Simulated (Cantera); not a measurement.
A closed system holds: 1 mol FeCl₂, 0.13 mol HCl, 39 mol N₂, at 10.0 mbar.

Cantera equilibrium calculation (NASA polynomials, part measured and part estimated; ideal gas, pure solids and liquids). Candidate condensed phases: Fe, FeCl₂, FeCl₃, NH₄Cl; 18 gas species. Kinetics and transport are ignored.

log p: log10 of the partial pressure in bar; nothing condenses.

```
T (K)  log p N₂  log p FeCl₂    log p Cl  log p HCl  log p Fe  log p H  log p H₂
-----  --------  -----------  ----------  ---------  --------  -------  --------
1598      -2.01        -3.60  (withheld)      -4.51     -6.72    -7.38     -6.21
1648      -2.01        -3.60  (withheld)      -4.51     -6.29    -7.12     -6.14
1698      -2.01        -3.61  (withheld)      -4.51     -5.93    -6.90     -6.13
1748      -2.01        -3.61  (withheld)      -4.51     -5.63    -6.71     -6.14
1798      -2.01        -3.61  (withheld)      -4.51     -5.37    -6.54     -6.18
1848      -2.01        -3.62  (withheld)      -4.51     -5.14    -6.39     -6.23
1898      -2.01        -3.63  (withheld)      -4.51     -4.93    -6.25     -6.28
1948      -2.01        -3.64  (withheld)      -4.51     -4.74    -6.12     -6.34
```

Problem. What belongs in the gaps?

Solution. 
- 1598, log p Cl: -5.78
- 1648, log p Cl: -5.59
- 1698, log p Cl: -5.40
- 1748, log p Cl: -5.19
- 1798, log p Cl: -4.99
- 1848, log p Cl: -4.79
- 1898, log p Cl: -4.60
- 1948, log p Cl: -4.42
